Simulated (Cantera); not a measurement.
## Pyrogenic steam for wet oxidation

An isothermal, constant-pressure homogeneous reactor starts with H2 : O2 : N2 = 0.73 : 1 : 2.5 (molar parts), at 1250 K and 100000 Pa.

Detailed kinetics in Cantera: the H2/O2 subset of GRI-Mech 3.0, which has no nitrogen chemistry. The temperature is held fixed by assumption; the heat of reaction is taken as removed at once.

| t (s) | x H2 | x O2 | x H2O2 | x OH | x HO2 | x O |
|---|---|---|---|---|---|---|
| 3.00e-5 | 0.0916 | 0.198 | 9.39e-6 | 0.00634 | 0.000122 | 0.0104 |
| 0.000125 | 0.000950 | 0.164 | 4.51e-6 | 0.000708 | 4.90e-5 | 0.000314 |
| 0.000522 | 6.90e-5 | 0.164 | 7.52e-7 | 0.000182 | 5.61e-6 | 1.88e-5 |
| 0.00218 | 2.91e-6 | 0.164 | 1.46e-7 | 6.52e-5 | 5.24e-7 | 2.12e-6 |
| 0.00909 | 1.91e-7 | 0.164 | 3.14e-8 | 2.72e-5 | 8.58e-8 | 3.69e-7 |
| 0.0379 | 3.87e-8 | 0.164 | 7.86e-9 | 1.29e-5 | 3.01e-8 | 8.42e-8 |
| 0.158 | 1.72e-8 | 0.164 | 3.13e-9 | 7.89e-6 | 2.59e-8 | 3.17e-8 |
| 0.660 | 1.62e-8 | 0.164 | 2.82e-9 | 7.45e-6 | 2.61e-8 | 2.82e-8 |
| 2.75 | 1.62e-8 | 0.164 | 2.82e-9 | 7.45e-6 | 2.61e-8 | 2.82e-8 |
| 11.5 | 1.62e-8 | 0.164 | 2.82e-9 | 7.45e-6 | 2.61e-8 | 2.82e-8 |
| 47.9 | 1.62e-8 | 0.164 | 2.82e-9 | 7.45e-6 | 2.61e-8 | 2.82e-8 |
| 200 | 1.62e-8 | 0.164 | 2.82e-9 | 7.45e-6 | 2.61e-8 | 2.82e-8 |
x: mole fraction; the columns are a selection and need not sum to one.

Equilibrium at this temperature and pressure: H2 1.62e-8, O2 0.164, H2O2 2.82e-9, OH 7.45e-6, HO2 2.61e-8, O 2.82e-8 (gas phase only).
